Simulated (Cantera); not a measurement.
A perfectly stirred reactor is fed with CH₄ : O₂ : N₂ : H₂O = 1 : 1.43 : 5.37 : 1.8 (molar parts), at 5.00 bar; it is adiabatic with a 800 K inlet, and is followed from long to short residence time, starting on the burning branch (τ in s: 0.1, 0.036, 0.013, 0.0045, 0.0016, 0.00056, 0.0002, 7e-05, 2.5e-05, 8.6e-06).

Detailed kinetics in Cantera: GRI-Mech 3.0 (53 species, 325 reactions).

### Question
Predict: blow-out, bracketed by the residence times tried; x(CH₄) at τ = 0.100 s; x(O₂) at τ = 0.100 s; x(H₂O) at τ = 0.100 s; x(N₂O) at τ = 0.100 s; x(NO) at τ = 0.100 s; x(CH₄) at τ = 0.560 ms; x(O₂) at τ = 0.560 ms; x(H₂O) at τ = 0.560 ms; x(N₂O) at τ = 0.560 ms; x(NO) at τ = 0.560 ms.

### Answer
```json
{
 "blow_out_bracketed_by_the_residence_times_tried": "burning at 0.560 ms, out at 0.200 ms",
 "x(CH₄) at τ = 0.100 s": "0.000220",
 "x(O₂) at τ = 0.100 s": "5.42e-5",
 "x(H₂O) at τ = 0.100 s": "0.310",
 "x(N₂O) at τ = 0.100 s": "3.00e-9",
 "x(NO) at τ = 0.100 s": "4.04e-5",
 "x(CH₄) at τ = 0.560 ms": "0.00493",
 "x(O₂) at τ = 0.560 ms": "0.00567",
 "x(H₂O) at τ = 0.560 ms": "0.316",
 "x(N₂O) at τ = 0.560 ms": "1.76e-8",
 "x(NO) at τ = 0.560 ms": "1.30e-5"
}
```
